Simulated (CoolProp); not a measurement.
Vapour-liquid equilibrium of benzene (1) + toluene (2) at 419.9 K; x and y are mole fractions of (1).

Computed with CoolProp (multi-fluid Helmholtz-energy mixture model, Thol 2012 and Lemmon 2006; pair parameters Bell 2016).

```tsv
x	bubble pressure, mixture model (MPa)	bubble pressure, Raoult's law (MPa)	y, mixture model	y, Raoult's law
0.05	?	0.2701	?	0.101
0.15	0.2969	0.2990	?	0.273
0.25	0.3250	0.3279	0.397	0.415
0.35	0.3533	0.3568	0.515	0.534
0.45	0.3820	0.3858	0.617	0.636
0.55	0.4109	0.4147	?	0.723
0.65	0.4402	0.4436	0.785	0.798
0.75	?	0.4725	0.855	0.865
0.85	0.4995	0.5014	?	0.924
0.95	0.5296	0.5303	?	0.976
```

Task: Some entries are withheld; supply them.

Result: 
- 0.05, bubble pressure, mixture model (MPa): 0.2693
- 0.05, y, mixture model: 0.094
- 0.15, y, mixture model: 0.258
- 0.55, y, mixture model: 0.706
- 0.75, bubble pressure, mixture model (MPa): 0.4697
- 0.85, y, mixture model: 0.917
- 0.95, y, mixture model: 0.974

The largest gap from Raoult's law is -1.0 % in bubble pressure, at x = 0.35. No azeotrope shows between x = 0.05 and 0.95.

Pair parameters are fitted to limited data, so mixtures are less certain than the pure fluids.
